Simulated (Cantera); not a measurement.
Premixed flame

A freely propagating, adiabatic, planar premixed flame of CH4 : O2 : N2 = 1 : 1.67 : 6.27 (molar parts), equivalence ratio 1.2, unburnt at 550 K and 9.87 atm; mixture-averaged transport, grid criteria slope 0.08 and curve 0.16, no radiation.

Cantera simulation using GRI-Mech 3.0 (53 species, 325 reactions); the numbers are that mechanism's predictions, not measurements. Burning velocities carry a grid error of a few per cent, more on coarse grids.

```csv
z (mm),T (K),u (m/s),x CH4,x O2,x H2O2,x H,x NO,x O
-0.234,551,0.385,0.111,0.186,1.16e-7,<1e-8,<1e-8,<1e-8
-0.156,560,0.392,0.110,0.185,1.02e-6,<1e-8,2.73e-8,<1e-8
-0.117,588,0.413,0.108,0.183,4.14e-6,<1e-8,1.26e-7,<1e-8
-0.0781,727,0.515,0.0979,0.171,2.06e-5,<1e-8,1.08e-6,<1e-8
-0.0391,1232,0.888,0.0626,0.122,4.87e-5,8.34e-6,1.15e-5,1.69e-6
-0.0195,1654,1.20,0.0323,0.0761,1.03e-5,0.000131,2.62e-5,2.64e-5
0,2035,1.49,0.00720,0.0299,3.75e-6,0.00107,4.77e-5,0.000144
0.0195,2198,1.60,0.000609,0.00811,8.75e-7,0.00246,7.86e-5,0.000263
0.0391,2245,1.63,4.18e-5,0.00245,3.80e-7,0.00274,0.000101,0.000256
0.0781,2280,1.65,5.83e-7,0.000624,1.81e-7,0.00212,0.000117,0.000143
0.156,2304,1.67,<1e-8,0.000200,7.71e-8,0.00129,0.000124,5.43e-5
0.312,2317,1.68,<1e-8,6.72e-5,3.00e-8,0.000767,0.000127,1.95e-5
0.625,2321,1.68,<1e-8,3.62e-5,1.77e-8,0.000582,0.000128,1.13e-5
```
x: mole fraction of selected species; z is measured from the peak of heat release.

```json
{
 "laminar_burning_velocity": "38.3 cm/s",
 "thermal_thickness": "0.0781 mm",
 "peak x(H2O2)": "5.19e-5",
 "peak x(H)": "0.00275",
 "peak x(O)": "0.000274",
 "grid_points": "137"
}
```
